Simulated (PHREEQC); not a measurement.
Model water analysis in mmol/kgw, 25 °C, pH 3.4, pe 10.6:

```json
[
 {"constituent": "Na", "mmol/kgw": "54"},
 {"constituent": "K", "mmol/kgw": "2.53"},
 {"constituent": "Ca", "mmol/kgw": "0.0148"},
 {"constituent": "Mg", "mmol/kgw": "15.3"},
 {"constituent": "Cl", "mmol/kgw": "25.7"},
 {"constituent": "S(6)", "mmol/kgw": "40.5"},
 {"constituent": "Al", "mmol/kgw": "8.54"},
 {"constituent": "Cu(2)", "mmol/kgw": "1.84"},
 {"constituent": "Sr", "mmol/kgw": "0.0537"},
 {"constituent": "Fe(3)", "mmol/kgw": "0.177"}
]
```

Cl is adjusted to close the charge balance.
Valence states are taken as typed.

All values are PHREEQC results (ion-association model, phreeqc.dat), not measurements.

Each row changes one thing in this solution. Precipitation was switched off in this run.

```json
[
 {"case": "as made", "ionic strength (mol/kgw)": "0.121", "SO4-2 (mol/kgw)": "0.0221", "Mg+2 (mol/kgw)": "0.00909", "MgSO4 (mol/kgw)": "0.00621", "Al+3 (mol/kgw)": "0.00114", "Cu+2 (mol/kgw)": "0.00114", "SI of Gibbsite (Al(OH)3)": "-1.64"},
 {"case": "Fe(3) from 0.177 to 0.354 mmol/kgw", "ionic strength (mol/kgw)": "0.121", "SO4-2 (mol/kgw)": "0.0220", "Mg+2 (mol/kgw)": "0.00911", "MgSO4 (mol/kgw)": "0.00619", "Al+3 (mol/kgw)": "0.00114", "Cu+2 (mol/kgw)": "0.00114", "SI of Gibbsite (Al(OH)3)": "-1.64"},
 {"case": "temperature from 25 to 70 °C at the same typed pH", "ionic strength (mol/kgw)": "0.108", "SO4-2 (mol/kgw)": "0.0187", "Mg+2 (mol/kgw)": "0.00628", "MgSO4 (mol/kgw)": "0.00902", "Al+3 (mol/kgw)": "0.000931", "Cu+2 (mol/kgw)": "0.00100", "SI of Gibbsite (Al(OH)3)": "+0.42"}
]
```

Some of these states are supersaturated (in Jarosite-K, Hematite (slow to form), for instance). Away from 25 °C the constants follow the database's enthalpies or fits; those with neither stay at their 25 °C values.
